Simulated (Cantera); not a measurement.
Cantera run:

```python
import numpy as np
import cantera as ct

gas_names = [...]  # 116 gases of nasa_gas.yaml made of C, H, Mg, O
cond_names = """
    C(gr) C6H6(L) C7H8(L) C8H18(L),n-octa H2O(s) H2O(L) Mg(cr) Mg(L) MgCO3(s) MgO(s) MgO(L) MgO2H2(s)
""".split()


# ... load() reads the species with a 1 bar reference pressure and builds the phases ...
atoms = {
    'MgCO3': {'Mg': 1, 'C': 1, 'O': 3},
    'H2': {'H': 2},
    'H2O': {'H': 2, 'O': 1},
}
top_T = {'C(gr)': 4500}  # K; cautious upper limits of use, not melting points


# ... equilibrate(T, P, feed) seeds the gas with the atoms and calls Mixture.equilibrate('TP', solver="vcs", rtol=1e-11, max_steps=5000) ...
results = []
feed = {'MgCO3': 1, 'H2': 0.49, 'H2O': 0.12}  # mol
T = 800  # K
P = 13332.2  # Pa
mix = equilibrate(T, P, feed)
results.append((T, P, feed, dict(zip(mix.species_names, mix.species_moles))))
x = sorted(zip(gas.X, gas.species_names), reverse=True)
print(f"T = {T:g} K  P = {P:g} Pa  gas = {mix.phase_moles(0):.4g} mol")
print("   x: " + "  ".join(f"{s} {v:.3e}" for v, s in x if v > 0.001))
print("   condensed (mol): " + ("  ".join(f"{mix.phase(i).name} {mix.phase_moles(i):.4g}"
      for i in range(1, mix.n_phases) if mix.phase_moles(i) > 1e-12) or "none"))
```

Output:

```
T = 800 K  P = 13332.2 Pa  gas = 1.603 mol
   x: CO2 5.075e-01  H2O 1.931e-01  H2 1.833e-01  CO 1.142e-01  CH4 2.036e-03
   condensed (mol): MgO(s) 1
```

Cantera equilibrium calculation (NASA polynomials, part measured and part estimated; ideal gas, pure solids and liquids).
